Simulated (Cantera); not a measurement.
**Thermodynamics of tantalum, niobium, vanadium and zirconium in process gases, feed V + N₂ + H₂O**

Feed: 1 mol V, 46 mol N₂, 0.071 mol H₂O, equilibrated at 1000 Pa.

Equilibrium computed with Cantera from the NASA thermochemical tables; the gas is ideal and each condensed phase is pure. Candidate condensed phases: H₂O, V, VN, VO, V₂O₃, V₂O₄, V₂O₅; 28 gas species. Mutual solubility and eutectic melting of coexisting phases are not modelled. VN, VO: taken at fixed stoichiometry. Condensed phases not in the tables: the oxides between V₂O₃ and V₂O₅ other than VO₂, solid solutions among these carbides, nitrides and lower oxides, V₂N. Equilibrium is a limit: real reactors are often held back by kinetics, nucleation or transport.

From 1000 K to 1375 K the condensed part is VN(s) + V₂O₃(s). From 1450 K to 1675 K the condensed part is VN(s) + VO(s).

| T (K) | x N₂ | x H₂ | x H | x H₂O | n VN(s) | n V₂O₃(s) | n VO(s) |
|---|---|---|---|---|---|---|---|
| 1000 | 0.998 | 0.00155 | 8.95e-10 | 2.58e-6 | 0.953 | 0.0236 | 0 |
| 1075 | 0.998 | 0.00155 | 5.79e-9 | 2.81e-6 | 0.953 | 0.0236 | 0 |
| 1150 | 0.998 | 0.00155 | 2.94e-8 | 3.02e-6 | 0.953 | 0.0236 | 0 |
| 1225 | 0.998 | 0.00155 | 1.23e-7 | 3.19e-6 | 0.953 | 0.0236 | 0 |
| 1300 | 0.998 | 0.00155 | 4.36e-7 | 3.35e-6 | 0.953 | 0.0236 | 0 |
| 1375 | 0.998 | 0.00155 | 1.35e-6 | 3.48e-6 | 0.953 | 0.0236 | 0 |
| 1450 | 0.998 | 0.00155 | 3.73e-6 | 3.29e-6 | 0.929 | 0 | 0.0708 |
| 1525 | 0.998 | 0.00155 | 9.31e-6 | 2.76e-6 | 0.929 | 0 | 0.0709 |
| 1600 | 0.998 | 0.00154 | 2.14e-5 | 2.34e-6 | 0.929 | 0 | 0.0709 |
| 1675 | 0.998 | 0.00153 | 4.54e-5 | 2.00e-6 | 0.929 | 0 | 0.0708 |
x: gas mole fraction; n: condensed amount in mol.
